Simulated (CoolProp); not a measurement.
A single-stage vapour-compression cycle with ethylene: evaporating at 210.15 K (dew point), condensing at 231.15 K (bubble point), superheat 10 K, subcooling 8 K, compressor efficiency 0.85, no pressure losses. Each further row changes one setting.

The numbers come from the reference Helmholtz-energy equation of state, Smukala 2000 in CoolProp.

| case | cooling COP | pressure ratio | discharge temperature (K) | refrigerating effect (kJ/kg) | volumetric capacity (kJ/m³) |
|---|---|---|---|---|---|
| as stated | 7.58 | 2.02 | 264.7 | 393 | 4560 |
| evaporating temperature 215.15 K | 10.4 | 1.69 | ___ | 397 | 5470 |
| condensing temperature 226.15 K | ___ | ___ | 254.5 | 407 | 4720 |
| subcooling 13 K | 7.84 | 2.02 | 264.7 | 407 | 4720 |
| superheat 20 K | 7.41 | 2.02 | 275.7 | 409 | 4460 |
| compressor efficiency 0.75 | 6.69 | 2.02 | 268.8 | 393 | 4560 |

**Question.** Fill in the missing entries.

**Answer.** 
- evaporating temperature 215.15 K, discharge temperature (K): 258.5
- condensing temperature 226.15 K, cooling COP: 10.2
- condensing temperature 226.15 K, pressure ratio: 1.73
